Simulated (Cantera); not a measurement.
What does this Cantera script print?

```python
import numpy as np
import cantera as ct

gas_names = """
    C CO CO2 C2 C2O C3 C3O2 C4 C5 Fe FeC5O5 FeO O O2 O3
""".split()
cond_names = """
    C(gr) Fe(a) Fe(c) Fe(d) Fe(L) FeC5O5(L) FeO(s) FeO(L) Fe2O3(s) Fe3O4(s)
""".split()


def load(file, names, dense=False):
    # The tables refer to 1 bar. Condensed volumes are neglected.
    table = {s.name: s for s in ct.Species.list_from_file(file)}
    out = []
    for n in names:
        d = dict(table[n].input_data)
        d["thermo"] = dict(d["thermo"], **{"reference-pressure": 1e5})
        if dense:
            d["equation-of-state"] = {"model": "constant-volume", "density": "1e6 g/cm^3"}
        out.append(ct.Species.from_dict(d))
    return out


gas = ct.Solution(thermo="ideal-gas", species=load("nasa_gas.yaml", gas_names))
cond = {s.name: ct.Solution(thermo="fixed-stoichiometry", species=[s], name=s.name)
        for s in load("nasa_condensed.yaml", cond_names, dense=True)}
atoms = {
    'Fe': {'Fe': 1},
    'CO': {'C': 1, 'O': 1},
}
top_T = {'C(gr)': 4500, 'Fe2O3(s)': 1830, 'Fe3O4(s)': 1870}  # K; cautious upper limits of use, not melting points


def equilibrate(T, P, feed):
    n = {}
    for name, mol in feed.items():
        for a, k in atoms[name].items():
            n[a] = n.get(a, 0.0) + k * mol
    gas.TPX = T, P, n
    mass = sum(n.values()) * gas.mean_molecular_weight
    gas.equilibrate("TP")
    valid = [c for c in cond.values() if c.min_temp <= T <= top_T.get(c.name, c.max_temp)]
    mix = ct.Mixture([(gas, mass / gas.mean_molecular_weight)] + [(c, 0.0) for c in valid])
    mix.T, mix.P = T, P
    mix.equilibrate("TP", solver="vcs", rtol=1e-11, max_steps=5000)
    return mix


results = []
feed = {'Fe': 1, 'CO': 1.3}  # mol
T = 1850  # K
P = 101325  # Pa
mix = equilibrate(T, P, feed)
results.append((T, P, feed, dict(zip(mix.species_names, mix.species_moles))))
x = sorted(zip(gas.X, gas.species_names), reverse=True)
print(f"T = {T:g} K  P = {P:g} Pa  gas = {mix.phase_moles(0):.4g} mol")
print("   x: " + "  ".join(f"{s} {v:.3e}" for v, s in x if v > 1e-05))
print("   condensed (mol): " + ("  ".join(f"{mix.phase(i).name} {mix.phase_moles(i):.4g}"
      for i in range(1, mix.n_phases) if mix.phase_moles(i) > 1e-12) or "none"))
```

Result:

```
T = 1850 K  P = 101325 Pa  gas = 1.3 mol
   x: CO 9.999e-01  Fe 5.777e-05  CO2 5.651e-05
   condensed (mol): C(gr) 7.346e-05  Fe(L) 0.9999
```

Cantera equilibrium calculation (NASA polynomials, part measured and part estimated; ideal gas, pure solids and liquids).
